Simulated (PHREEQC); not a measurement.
Solution (35 °C and 50 atm): 2.8 mmol/kgw H2SO4, 16 mmol/kgw CaCl2 and 0.25 mmol/kgw NaCl. Closed to the air; pH follows from the charge balance.

All values are PHREEQC results (Pitzer model, pitzer.dat), not measurements.

The pH is 2.37 and the ionic strength comes out as 0.0558 mol/kgw. The specific conductance comes out as 6710 µS/cm and the density is 0.998 g/cm³. The osmotic coefficient comes out as 0.878 and the total alkalinity is -5.60 meq/kg.

```
species  molality  activity   log γ
-------  --------  --------  ------
Cl-        0.0323    0.0260  -0.093
Ca+2       0.0160   0.00685  -0.368
H+        0.00520   0.00427  -0.085
SO4-2     0.00240  0.000647  -0.569
HSO4-    0.000402  0.000333  -0.081
Na+      0.000250  0.000205  -0.086
```

Precipitation was switched off in this run. Under pressure, the constants of complexes without a molar volume in the database are unreliable.
